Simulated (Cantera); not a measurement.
What does this Cantera script print?

```python
import numpy as np
import cantera as ct

gas_names = """
    H2O2 H2 NH3 O2
""".split()
cond_names = """
    V2O3(s) V2O3(L) V2O5(s) V2O5(L) VN(s) V2O4(I) V2O4(II) V2O4(L)
""".split()


def load(file, names, dense=False):
    # The tables refer to 1 bar. Condensed volumes are neglected.
    table = {s.name: s for s in ct.Species.list_from_file(file)}
    out = []
    for n in names:
        d = dict(table[n].input_data)
        d["thermo"] = dict(d["thermo"], **{"reference-pressure": 1e5})
        if dense:
            d["equation-of-state"] = {"model": "constant-volume", "density": "1e6 g/cm^3"}
        out.append(ct.Species.from_dict(d))
    return out


species = {s.name: s for s in load("nasa_gas.yaml", gas_names) + load("nasa_condensed.yaml", cond_names)}
# Each term lists the table entries of one substance; the one whose range holds T is used.
reactions = {
    'H2O2(g) + V2O3 = H2(g) + V2O5':
        [(-1, ['H2O2']), (-1, ['V2O3(s)', 'V2O3(L)']), (1, ['H2']), (1, ['V2O5(s)', 'V2O5(L)'])],
    '3 H2O2(g) + 2 VN = 2 NH3(g) + V2O4 + O2(g)':
        [(-3, ['H2O2']), (-2, ['VN(s)']), (2, ['NH3']), (1, ['V2O4(I)', 'V2O4(II)', 'V2O4(L)']), (1, ['O2'])],
}


def pick(names, T):
    return next(species[n] for n in names if species[n].thermo.min_temp <= T <= species[n].thermo.max_temp)


results = []
for label, terms in reactions.items():
    print(label)
    print("     T/K   dH/kJ  dS/(J/K)   dG/kJ   log10 K")
    for T in [1400, 1500, 1600, 1700, 1800, 1900, 2000, 2100, 2200, 2300]:
        used = [(nu, pick(names, T)) for nu, names in terms]
        dH = sum(nu * s.thermo.h(T) for nu, s in used) / 1e6
        dS = sum(nu * s.thermo.s(T) for nu, s in used) / 1e3
        dG = dH - T * dS / 1e3
        logK = -dG * 1e6 / (ct.gas_constant * T * np.log(10))
        results.append((label, T, dH, dS, dG, logK, [s.name for _, s in used]))
        print(f"{T:8g} {dH:8.1f} {dS:8.1f} {dG:8.1f} {logK:8.2f}")
```

It prints:

```
H2O2(g) + V2O3 = H2(g) + V2O5
     T/K   dH/kJ  dS/(J/K)   dG/kJ   log10 K
    1400   -114.4     20.9   -143.7     5.36
    1500   -114.2     21.1   -145.8     5.08
    1600   -114.3     21.0   -147.9     4.83
    1700   -114.8     20.7   -150.0     4.61
    1800   -115.7     20.2   -152.0     4.41
    1900   -116.9     19.5   -154.0     4.23
    2000   -118.6     18.7   -155.9     4.07
    2100   -120.6     17.7   -157.8     3.92
    2200   -123.0     16.6   -159.5     3.79
    2300   -125.8     15.3   -161.1     3.66
3 H2O2(g) + 2 VN = 2 NH3(g) + V2O4 + O2(g)
     T/K   dH/kJ  dS/(J/K)   dG/kJ   log10 K
    1400   -651.4    -35.2   -602.2    22.47
    1500   -650.0    -34.2   -598.7    20.85
    1600   -648.7    -33.4   -595.3    19.43
    1700   -647.4    -32.6   -592.0    18.19
    1800   -646.0    -31.8   -588.8    17.09
    1900   -529.8     32.1   -590.8    16.24
    2000   -525.1     34.5   -594.2    15.52
    2100   -520.6     36.7   -597.7    14.87
    2200   -516.3     38.7   -601.5    14.28
    2300   -512.1     40.6   -605.5    13.75
```

Source: NASA polynomial tables (part measured, part estimated), evaluated in Cantera. VN: taken at fixed stoichiometry. Condensed species are held in their standard states even where they would react or evaporate.
